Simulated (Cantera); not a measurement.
Input: 1 mol Si2Cl6, 0.077 mol Cl2, 32 mol N2, equilibrated at 10.0 mbar.

Cantera equilibrium calculation (NASA polynomials, part measured and part estimated; ideal gas, pure solids and liquids). Candidate condensed phases: Si, Si3N4; 13 gas species. The feed counts by its element totals alone. N2 is the only nitrogen source here; it is nearly inert below about 1500 K, so the nitride shown seldom forms there in practice. Kinetics and transport are ignored.

Over these rows the condensed part is Si3N4(s). Partial pressures as log10 of bar:

| T (K) | 1000/T (1/K) | log p SiCl2 | log p N2 | log p SiCl4 |
|---|---|---|---|---|
| 1073 | 0.9320 | -6.69 | -2.02 | -3.34 |
| 1123 | 0.8905 | -6.09 | -2.02 | -3.34 |
| 1173 | 0.8525 | ? | -2.02 | -3.34 |
| 1223 | 0.8177 | -5.03 | -2.02 | -3.36 |
| 1273 | 0.7855 | -4.57 | -2.02 | -3.38 |
| 1323 | 0.7559 | -4.17 | -2.02 | -3.43 |

Problem. Fit log p(SiCl2) = a + b·(1000/T) to the five rows, give the apparent enthalpy, and predict the row at 1173 K.

Solution. Means: 1000/T = 0.8363, log p = -5.310. Sxy = -0.308798, Sxx = 0.0214869, so b = -14.37 and a = -5.310 − (-14.37)×0.8363 = 6.71.
Apparent enthalpy: −19.145 × (-14.37) = 275 kJ/mol. With the condensed phases at unit activity, 1/6 Si3N4(s) + 1/2 SiCl4(g) = SiCl2(g) + 1/3 N2(g) links this pressure to the main gases: over the six rows their terms move log p by -0.05 in all, so the slope is close to that reaction's ΔH°. The five rows lie within 0.02 of the line.
Prediction at 1173 K: 6.71 + (-14.37)×0.8525 = -5.54. The computed value is -5.53, 0.01 from the line.
